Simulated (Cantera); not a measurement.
A perfectly stirred reactor is fed with 62.5 % CH₄, 37.5 % H₂O, at 5.00 bar; it is held at 1700 K, and followed from long to short residence time.

Model: GRI-Mech 3.0 (53 species, 325 reactions), integrated in Cantera. GRI-Mech 3.0 stops at C3 and has no aromatics, soot or wall deposition, so with more carbon than oxygen in the feed, carbon stays in small species such as C2H2 where larger ones or solid carbon would form.

Task: Predict: x(CH₄) at τ = 14.0 s; x(H₂O) at τ = 14.0 s; x(CO₂) at τ = 14.0 s; x(H₂) at τ = 14.0 s; x(CH₂CO) at τ = 14.0 s; x(CH₄) at τ = 30.0 ms; x(H₂O) at τ = 30.0 ms; x(CO₂) at τ = 30.0 ms; x(H₂) at τ = 30.0 ms; x(CH₂CO) at τ = 30.0 ms.

Result: 
```json
{
  "x(CH₄) at τ = 14.0 s": "0.0687",
  "x(H₂O) at τ = 14.0 s": "0.0145",
  "x(CO₂) at τ = 14.0 s": "0.00116",
  "x(H₂) at τ = 14.0 s": "0.686",
  "x(CH₂CO) at τ = 14.0 s": "2.17e-6",
  "x(CH₄) at τ = 30.0 ms": "0.168",
  "x(H₂O) at τ = 30.0 ms": "0.241",
  "x(CO₂) at τ = 30.0 ms": "0.00251",
  "x(H₂) at τ = 30.0 ms": "0.440",
  "x(CH₂CO) at τ = 30.0 ms": "3.98e-5"
}
```
